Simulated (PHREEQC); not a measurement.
Make-up at 85 °C: 0.0021 mol KCl, 5.3e-05 mol BaCl2 and 0.00021 mol KBr per kg of water. It is in equilibrium with CO2 at log p = -3.4 (atm). Otherwise closed; pH follows from the charge balance.

All values are PHREEQC results (ion-association model, phreeqc.dat), not measurements.

| Quantity | Value |
|---|---|
| pH | 5.81 |
| ionic strength | 0.00247 mol/kgw |
| specific conductance | 925 µS/cm |

| species | molality | activity | log γ |
|---|---|---|---|
| K+ | 0.00231 | 0.00217 | -0.027 |
| Cl- | 0.00221 | 0.00207 | -0.027 |
| Br- | 0.000210 | 0.000197 | -0.027 |
| Ba+2 | 5.30e-5 | 4.14e-5 | -0.107 |
| CO2 | 4.77e-6 | 4.77e-6 | 0.000 |
| H+ | 1.65e-6 | 1.56e-6 | -0.025 |
| HCO3- | 1.43e-6 | 1.34e-6 | -0.026 |
| OH- | 2.19e-7 | 2.05e-7 | -0.027 |
| BaHCO3+ | 3.75e-9 | 3.53e-9 | -0.027 |

Precipitation was switched off in this run. At this temperature some constants are extrapolated from 25 °C, and those without enthalpy data are left unchanged.
